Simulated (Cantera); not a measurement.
An isothermal, constant-pressure homogeneous reactor starts with CH4 : H2 = 1 : 5.8 (molar parts), at 1650 K and 0.0306 atm.

Computed with Cantera and GRI-Mech 3.0 (53 species, 325 reactions). GRI-Mech 3.0 stops at C3 and has no aromatics, soot or wall deposition, so with more carbon than oxygen in the feed, carbon stays in small species such as C2H2 where larger ones or solid carbon would form. Radical loss at walls, strong at low pressure, is not modelled.

Task: Predict: x(CH4) at 1.00 s; x(H2) at 1.00 s; x(C2H) at 1.00 s; x(C2H2) at 1.00 s; x(CH2) at 1.00 s.

Result: 
```json
{
  "x(CH4) at 1.00 s": "0.0391 (gas-phase equilibrium 0.00138)",
  "x(H2) at 1.00 s": "0.913 (gas-phase equilibrium 0.935)",
  "x(C2H) at 1.00 s": "9.23e-8 (gas-phase equilibrium 1.49e-7)",
  "x(C2H2) at 1.00 s": "0.0467 (gas-phase equilibrium 0.0634)",
  "x(CH2) at 1.00 s": "1.43e-7 (gas-phase equilibrium 7.93e-9)"
}
```
